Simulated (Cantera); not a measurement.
Feed: 1 mol CH4, 0.45 mol NH3, 0.51 mol CO2, held at 2175 °C and 0.000980 bar.

Method: chemical equilibrium by Gibbs-energy minimisation in Cantera with the NASA 1993 tables (ideal gas, pure condensed phases). Candidate condensed phases: C, C6H6, C7H8, C8H18, H2O; 136 gas species. Kinetics and transport are ignored.

Base state: H 0.379, H2 0.355, CO 0.211, N2 0.0420, HCN 0.00758, C2H2 (acetylene) 0.00308, HNC 0.000835, CN 0.000435 (mole fractions); condensed: C(graphite).

Question: What changes in the equilibrium state with this change: temperature from 2175 °C to 975 °C?

Answer: 
```tsv
species	before	after
H2	0.355	0.682
CO	0.211	0.260
N2	0.0420	0.0574
H	0.379	1.24e-5
CN	0.000435	<1e-9
C3	0.000222	<1e-9
C2H	0.000211	<1e-9
C	8.20e-5	<1e-9
C(graphite), mol	0.411	0.490
```
